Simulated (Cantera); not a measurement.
Input: 1 mol LiOH, 7.9 mol H₂O, at 1330 Pa.

Cantera equilibrium calculation (NASA polynomials, part measured and part estimated; ideal gas, pure solids and liquids). Candidate condensed phases: H₂O, Li, LiH, LiOH, Li₂O; 17 gas species. Kinetics and transport are ignored. All values below are at 952 °C.

Base state: H₂O 0.989, LiOH 0.0106, Li₂(OH)₂ 0.000161, H₂ 4.10e-5, O₂ 1.96e-5 (mole fractions); condensed: Li₂O(s).

Question: What changes in the equilibrium state with this change: pressure from 1330 Pa to 130 Pa?

Answer: 
```json
[
 {"species": "H₂O", "before": "0.989", "after": "0.966"},
 {"species": "LiOH", "before": "0.0106", "after": "0.0335"},
 {"species": "Li₂(OH)₂", "before": "0.000161", "after": "0.000157"},
 {"species": "H₂", "before": "4.10e-5", "after": "8.75e-5"},
 {"species": "O₂", "before": "1.96e-5", "after": "4.19e-5"},
 {"species": "Li₂O(s), mol", "before": "0.454", "after": "0.355"}
]
```
